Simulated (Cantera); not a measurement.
# CO₂ + O₂ + N₂ (abatement and gas-phase synthesis)

A closed system holds: 1 mol CO₂, 0.024 mol O₂, 10 mol N₂, at 13.3 mbar.

Cantera equilibrium calculation (NASA polynomials, part measured and part estimated; ideal gas, pure solids and liquids). Candidate condensed phases: C; 45 gas species. Ions and electrons are included (thermal ionisation). Rates play no part.

```json
[
 {"T (°C)": "2727", "x N₂": "0.835", "x N": "0.000110", "x O": "0.0686", "x CO": "0.0819", "x NO": "0.00750", "x C": "2.02e-10", "x O₂": "0.00490", "x CO₂": "0.00199"},
 {"T (°C)": "2977", "x N₂": "0.831", "x N": "0.000487", "x O": "0.0791", "x CO": "0.0829", "x NO": "0.00517", "x C": "5.24e-9", "x O₂": "0.00133", "x CO₂": "0.000455"},
 {"T (°C)": "3227", "x N₂": "0.829", "x N": "0.00175", "x O": "0.0828", "x CO": "0.0830", "x NO": "0.00348", "x C": "9.13e-8", "x O₂": "0.000376", "x CO₂": "0.000118"},
 {"T (°C)": "3477", "x N₂": "0.825", "x N": "0.00528", "x O": "0.0842", "x CO": "0.0829", "x NO": "0.00241", "x C": "1.11e-6", "x O₂": "0.000120", "x CO₂": "3.59e-5"},
 {"T (°C)": "3727", "x N₂": "0.817", "x N": "0.0139", "x O": "0.0846", "x CO": "0.0825", "x NO": "0.00172", "x C": "1.00e-5", "x O₂": "4.31e-5", "x CO₂": "1.25e-5"},
 {"T (°C)": "3977", "x N₂": "0.800", "x N": "0.0325", "x O": "0.0844", "x CO": "0.0816", "x NO": "0.00126", "x C": "6.98e-5", "x O₂": "1.72e-5", "x CO₂": "4.88e-6"},
 {"T (°C)": "4227", "x N₂": "0.767", "x N": "0.0683", "x O": "0.0835", "x CO": "0.0797", "x NO": "0.000939", "x C": "0.000391", "x O₂": "7.51e-6", "x CO₂": "2.07e-6"},
 {"T (°C)": "4477", "x N₂": "0.709", "x N": "0.130", "x O": "0.0824", "x CO": "0.0755", "x NO": "0.000702", "x C": "0.00178", "x O₂": "3.54e-6", "x CO₂": "9.28e-7"},
 {"T (°C)": "4727", "x N₂": "0.618", "x N": "0.226", "x O": "0.0828", "x CO": "0.0664", "x NO": "0.000531", "x C": "0.00631", "x O₂": "1.86e-6", "x CO₂": "4.23e-7"}
]
```
x: gas mole fraction; nothing condenses.

From 2727 °C to 4727 °C nothing is condensed. The main C-bearing gas is CO throughout.
